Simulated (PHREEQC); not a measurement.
Acid mine or pickling water

Model water analysis in mg/L, 25 °C, pH 3.07, pe 11.6: Na 55.9; K 44.2; Ca 106; Mg 34.5; Cl 123; S(6) as SO4 474; Li 0.127; Mn(2) 1.17.

Na is adjusted to close the charge balance.
Valence states are taken as typed.

The numbers come from PHREEQC with the ion-association model, phreeqc.dat.

Each row changes one thing in this solution. Precipitation was switched off in this run.

```json
[
 {"case": "as made", "ionic strength (mol/kgw)": "0.0184", "SO4-2 (mol/kgw)": "0.00381", "Ca+2 (mol/kgw)": "0.00213", "Mg+2 (mol/kgw)": "0.00108", "CaSO4 (mol/kgw)": "0.000511", "MgSO4 (mol/kgw)": "0.000344", "SI of Gypsum (CaSO4:2H2O)": "-0.96", "SI of Halite (NaCl)": "-6.70"},
 {"case": "all concentrations times 4 at the same typed pH", "ionic strength (mol/kgw)": "0.0660", "SO4-2 (mol/kgw)": "0.0133", "Ca+2 (mol/kgw)": "0.00738", "Mg+2 (mol/kgw)": "0.00358", "CaSO4 (mol/kgw)": "0.00321", "MgSO4 (mol/kgw)": "0.00212", "SI of Gypsum (CaSO4:2H2O)": "-0.16", "SI of Halite (NaCl)": "[?]"},
 {"case": "Mn(2) from 1.17 to 0.585 mg/L", "ionic strength (mol/kgw)": "0.0184", "SO4-2 (mol/kgw)": "0.00381", "Ca+2 (mol/kgw)": "0.00213", "Mg+2 (mol/kgw)": "0.00108", "CaSO4 (mol/kgw)": "0.000511", "MgSO4 (mol/kgw)": "0.000344", "SI of Gypsum (CaSO4:2H2O)": "-0.96", "SI of Halite (NaCl)": "[?]"}
]
```

Problem. Complete the blanks.

Solution. 
- all concentrations times 4 at the same typed pH, SI of Halite (NaCl): -5.47
- Mn(2) from 1.17 to 0.585 mg/L, SI of Halite (NaCl): -6.69
